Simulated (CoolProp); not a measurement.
Properties of carbonyl sulfide along the isobar 101 kPa (Tc = 105.6 °C, pc = 6369 kPa, ω = 0.098).

The numbers come from the reference Helmholtz-energy equation of state, Lemmon 2006 in CoolProp. It is a short technical equation, of lower accuracy than the large ones.

```tsv
T (°C)	phase	density (kg/m³)	cp (kJ/(kg K))	isothermal compressibility (1/MPa)	expansivity (1/kK)	fugacity coefficient
-77.45	liquid	1231	1.164	0.0009728	1.649	0.2299
-49.25	gas	3.353	0.6518	10.20	4.903	0.9729
-20.95	gas	2.949	0.6678	10.10	4.211	0.9815
7.25	gas	2.638	0.6880	10.04	3.719	0.9867
35.55	gas	2.388	0.7086	10.00	3.340	0.9901
63.85	gas	2.182	0.7283	9.978	3.037	0.9924
92.05	gas	2.010	0.7465	9.961	2.789	0.9941
120.35	gas	1.863	0.7633	9.948	2.579	0.9953
148.55	gas	1.737	0.7788	9.939	2.400	0.9962
176.85	gas	1.627	0.7931	9.932	2.244	0.9969
```
